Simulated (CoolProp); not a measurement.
Computed with CoolProp (reference Helmholtz-energy equation of state, Zhou 2011).

### Question
For dimethyl carbonate, give the phase and the cv (kJ/(kg K)), Joule-Thomson coefficient (K/MPa), isothermal compressibility (1/MPa), expansivity (1/kK) at 182.45 °C and 290 kPa.

### Answer
- 182.45 °C and 290 kPa: gas; cv 1.49, Joule-Thomson coefficient 12.1, isothermal compressibility 3.60, expansivity 2.50
